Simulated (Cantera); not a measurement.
Chlorosilane synthesis and conversion: Si + Cl2 + H2

Input: 1 mol Si, 1.7 mol Cl2, 2.7 mol H2, at 500 K and 0.133 bar.

Equilibrium computed with Cantera from the NASA thermochemical tables; the gas is ideal and each condensed phase is pure. Candidate condensed phases: Si; 19 gas species. Equilibrium is a limit: real reactors are often held back by kinetics, nucleation or transport.

```
Item            Result
----------  ----------
x(H2)            0.741
x(SiCl4)         0.196
x(SiHCl3)       0.0632
x(SiH2Cl2)    0.000701
x(HCl)         3.65e-6
x(SiH3Cl)      1.33e-6
n(Si(s))    0.0936 mol
gas amount   3.494 mol
```
